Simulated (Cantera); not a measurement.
Feed: 1 mol C3H6, 16 mol H2, 1.1 mol N2.

Equilibrium computed with Cantera from the NASA thermochemical tables; the gas is ideal and each condensed phase is pure. Candidate condensed phases: C, C6H6, C7H8, C8H18; 92 gas species. The ideal-gas law is rough above about 30 bar. Equilibrium is a limit: real reactors are often held back by kinetics, nucleation or transport.

Stable condensed phases, one row left out:

```
T in K \ P in Pa
               10       56      320     1800    10000    56000   320000  1800000 10000000
   1425         A        A        A        A        A        A        A        A        B
   1350         A        A        A        A        A        A        A        A        B
   1275         A        A        A        A        A        A        A        A        B
   1200         A        A        A        A        A        A        A        A        B
   1125         A        A        A        A        A        A        A        B        B
   1050         A        A        A        A        A        A        A        B        B
    900         A        A        A        A        A        A        B        B        B
    825         A        A        A        A        A        B        B        B        B
    750         A        A        A        A        B        B        B        B        B
    675         A        A        A        A        B        B        B        B        B
    600         A        A        A        B        B        B        B        B        B
```

A: C; B: gas only.

Question: Give the row for 975 K.

Answer: 10: C; 56: C; 320: C; 1800: C; 10000: C; 56000: C; 320000: gas only; 1800000: gas only; 10000000: gas only.
